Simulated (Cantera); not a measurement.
## Equilibrium for oxide etching and cleaning by halides: B2O3 + NF3

Charge: 1 mol B2O3, 0.79 mol NF3, held at 43000 Pa.

Cantera equilibrium calculation (NASA polynomials, part measured and part estimated; ideal gas, pure solids and liquids). Candidate condensed phases: B, BN, B2O3; 31 gas species. Rates play no part.

| T (K) | x BF3 | x BOF | x O2 | x N2 | x B3O3F3 | n B2O3(l) |
|---|---|---|---|---|---|---|
| 775 | 0.418 | 8.48e-8 | 0.333 | 0.222 | 0.0266 | 0.558 |
| 875 | 0.410 | 2.46e-6 | 0.333 | 0.222 | 0.0345 | 0.544 |
| 975 | 0.403 | 3.51e-5 | 0.333 | 0.222 | 0.0410 | 0.532 |
| 1075 | 0.398 | 0.000301 | 0.333 | 0.222 | 0.0463 | 0.523 |
| 1175 | 0.393 | 0.00177 | 0.333 | 0.222 | 0.0503 | 0.514 |
| 1275 | 0.386 | 0.00782 | 0.331 | 0.221 | 0.0530 | 0.506 |
| 1375 | 0.373 | 0.0274 | 0.327 | 0.218 | 0.0538 | 0.491 |
| 1475 | 0.343 | 0.0789 | 0.315 | 0.210 | 0.0512 | 0.459 |
| 1575 | 0.281 | 0.190 | 0.290 | 0.194 | 0.0430 | 0.388 |
| 1675 | 0.180 | 0.373 | 0.249 | 0.166 | 0.0280 | 0.240 |
x: gas mole fraction; n: condensed amount in mol.

From 775 K to 1675 K the condensed part is B2O3(l). The main B-bearing gas is BF3 at 775 K and BOF at 1675 K. The share of B in condensed phases is highest at 775 K (55.8 %) and lowest at 1675 K (24.0 %).
